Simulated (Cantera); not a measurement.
Charge: 1 mol Si₂Cl₆, 19 mol NH₃, 5.7 mol H₂, at 0.0435 Torr.

Method: chemical equilibrium by Gibbs-energy minimisation in Cantera with the NASA 1993 tables (ideal gas, pure condensed phases). Candidate condensed phases: NH₄Cl, Si, Si₃N₄; 28 gas species. The feed counts by its element totals alone. The numbers say what is thermodynamically allowed, not how fast it happens.

Which condensed phases are stable at each of these points (T (K)): 1148, 1248, 1348, 1448, 1548, 1648, 1748, 1848, 1948, 2048?


| T (K) | condensed phases | Si condensed (%) |
|---|---|---|
| 1148 | Si₃N₄(s) | 99.1 |
| 1248 | Si₃N₄(s) | 93.2 |
| 1348 | Si₃N₄(s) | 70.3 |
| 1448 | Si(s) | 39.2 |
| 1548 | Si(s) | 35.9 |
| 1648 | Si(s) | 24.2 |
| 1748 | gas only | 0.0 |
| 1848 | gas only | 0.0 |
| 1948 | gas only | 0.0 |
| 2048 | gas only | 0.0 |

From 1148 K to 1348 K the condensed part is Si₃N₄(s). From 1448 K to 1648 K the condensed part is Si(s). From 1748 K to 2048 K nothing is condensed.
